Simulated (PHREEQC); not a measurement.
A solution holds 1.6 mol H2SO4 and 0.67 mol MgSO4 per kg of water, at 20 °C. Closed to the air; pH follows from the charge balance.

Model: Pitzer model, pitzer.dat, run in PHREEQC.

This is a speciation only: nothing precipitates in the calculation.

Question: Predict the pH, ionic strength, activity of water.

Answer: pH -0.50; ionic strength 4.37 mol/kgw; activity of water 0.908.

Question: In which forms is S present?

Answer: HSO4- 68 %, SO4-2 32 % of the S.

Complexes and solids missing from the database can't appear. In brines, pH and single-ion activities rest on the MacInnes convention.
